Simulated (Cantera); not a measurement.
Source: NASA polynomial tables (part measured, part estimated), evaluated in Cantera. Values are per mole of reaction as written; species without (g) are pure solids or liquids, kept so even where they would boil at 1 bar.

2 Nb2O5 + NH3(g) = NO2(g) + 4 NbO2 + 3 H(g)

```
T (K)  ΔH° (kJ)  ΔS° (J/K)  ΔG° (kJ)  log10 K   condensed phases
-----  --------  ---------  --------  -------  -----------------
2098     1177.9      275.9     599.0   -14.91  Nb2O5(l), NbO2(s)
2248     1533.6      439.5     545.7   -12.68  Nb2O5(l), NbO2(l)
2398     1524.5      435.5     480.1   -10.46  Nb2O5(l), NbO2(l)
2548          …          …         …        …  Nb2O5(l), NbO2(l)
2698     1505.8      428.2     350.6    -6.79  Nb2O5(l), NbO2(l)
2848     1496.4      424.8     286.6    -5.26  Nb2O5(l), NbO2(l)
2998          …          …         …        …  Nb2O5(l), NbO2(l)
```

Task: Some entries are withheld; supply them.

Result: 
- 2548, ΔH° (kJ): 1515.2
- 2548, ΔS° (J/K): 431.7
- 2548, ΔG° (kJ): 415.1
- 2548, log10 K: -8.51
- 2998, ΔH° (kJ): 1486.9
- 2998, ΔS° (J/K): 421.5
- 2998, ΔG° (kJ): 223.2
- 2998, log10 K: -3.89
